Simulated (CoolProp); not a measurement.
Properties of dimethyl carbonate along the isotherm 326.85 °C (Tc = 283.9 °C, pc = 49.09 bar, ω = 0.346).

The numbers come from the reference Helmholtz-energy equation of state, Zhou 2011 in CoolProp.

```tsv
p (bar)	phase	cp (kJ/(kg K))	cv (kJ/(kg K))	isothermal compressibility (1/MPa)	fugacity coefficient
37.8	gas	2.129	1.815	0.3631	0.8015
75.5	supercritical	3.973	1.910	0.2921	0.6160
113	supercritical	3.159	1.882	0.05313	0.4821
151	supercritical	2.794	1.869	0.02356	0.4081
189	supercritical	2.629	1.864	0.01465	0.3647
227	supercritical	2.533	1.863	0.01055	0.3376
264	supercritical	2.471	1.863	0.008272	0.3205
302	supercritical	2.427	1.863	0.006774	0.3092
340	supercritical	2.393	1.864	0.005738	0.3023
378	supercritical	2.367	1.865	0.004981	0.2987
415	supercritical	2.347	1.867	0.004417	0.2976
453	supercritical	2.330	1.868	0.003958	0.2985
491	supercritical	2.316	1.870	0.003588	0.3012
```

The peak of cp marks the crossing from liquid-like to gas-like fluid above the critical point.
